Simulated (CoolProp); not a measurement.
Computed with CoolProp (reference Helmholtz-energy equation of state, Rui 2013).

Problem. For R236EA, give the phase and the cp (kJ/(kg K)), cv (kJ/(kg K)), conductivity (mW/(m K)), Prandtl number at 315.2 K and 0.08 MPa; 315.2 K and 1.42 MPa.

Solution. 
- 315.2 K and 0.08 MPa: gas; cp 0.886, cv 0.825, conductivity 15.7, Prandtl number 0.654
- 315.2 K and 1.42 MPa: liquid; cp 1.28, cv 0.905, conductivity 74.4, Prandtl number 5.38

Viscosity comes from a separate model (Huber 2003), an estimate that may be off by 10 % or more. Thermal conductivity comes from a separate model (Huber 2003), an estimate that may be off by 10 % or more.
